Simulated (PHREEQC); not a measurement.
0.02 g of hydrous ferric oxide (600 m²/g; 0.2 weak and 0.005 strong sites per Fe, Dzombak-Morel constants, diffuse double layer) in 1 kg of water with 0.1 mol/kgw of an inert sodium salt and 0.00014 mmol/kgw CuSO4 and 0.00046 mmol/kgw Na2HAsO4, at 25 °C; the pH is set by adding NaOH or the inert anion's acid. Oxygen alone is held at its pressure in air (log pO2 = -0.68). No CO2 enters from the air. No solid was allowed to form.

Base run: PHREEQC, ion-association model, wateq4f.dat. Each further column changes one thing. The table gives Cu sorbed (%).

```json
[
 {"pH": "4", "base": "0.2", "no electrostatic term (-no_edl)": "0.2", "background salt from 0.1 to 0.01 mol/kgw": "0.2", "oxide from 0.02 to 0.1 g/kgw": "0.9"},
 {"pH": "4.67", "base": "3.2", "no electrostatic term (-no_edl)": "4.5", "background salt from 0.1 to 0.01 mol/kgw": "3.2", "oxide from 0.02 to 0.1 g/kgw": "14.0"},
 {"pH": "5.33", "base": "32.4", "no electrostatic term (-no_edl)": "48.3", "background salt from 0.1 to 0.01 mol/kgw": "32.2", "oxide from 0.02 to 0.1 g/kgw": "70.5"},
 {"pH": "6", "base": "87.1", "no electrostatic term (-no_edl)": "94.9", "background salt from 0.1 to 0.01 mol/kgw": "87.5", "oxide from 0.02 to 0.1 g/kgw": "97.2"},
 {"pH": "6.67", "base": "98.8", "no electrostatic term (-no_edl)": "99.7", "background salt from 0.1 to 0.01 mol/kgw": "98.9", "oxide from 0.02 to 0.1 g/kgw": "99.8"},
 {"pH": "7.33", "base": "99.7", "no electrostatic term (-no_edl)": "99.9", "background salt from 0.1 to 0.01 mol/kgw": "99.7", "oxide from 0.02 to 0.1 g/kgw": "99.9"},
 {"pH": "8.67", "base": "99.6", "no electrostatic term (-no_edl)": "98.5", "background salt from 0.1 to 0.01 mol/kgw": "99.6", "oxide from 0.02 to 0.1 g/kgw": "99.9"},
 {"pH": "9.33", "base": "99.4", "no electrostatic term (-no_edl)": "86.4", "background salt from 0.1 to 0.01 mol/kgw": "99.6", "oxide from 0.02 to 0.1 g/kgw": "99.9"},
 {"pH": "10", "base": "98.9", "no electrostatic term (-no_edl)": "28.3", "background salt from 0.1 to 0.01 mol/kgw": "99.4", "oxide from 0.02 to 0.1 g/kgw": "99.8"},
 {"pH": "10.67", "base": "97.5", "no electrostatic term (-no_edl)": "1.9", "background salt from 0.1 to 0.01 mol/kgw": "99.1", "oxide from 0.02 to 0.1 g/kgw": "99.5"},
 {"pH": "11.33", "base": "92.4", "no electrostatic term (-no_edl)": "0.1", "background salt from 0.1 to 0.01 mol/kgw": "98.1", "oxide from 0.02 to 0.1 g/kgw": "98.5"},
 {"pH": "12", "base": "64.5", "no electrostatic term (-no_edl)": "0.0", "background salt from 0.1 to 0.01 mol/kgw": "91.7", "oxide from 0.02 to 0.1 g/kgw": "90.5"}
]
```

The database has no arsenate complexes of Cu. The database's constant for dissolved Cu(OH)2 is higher than later reviews accept.
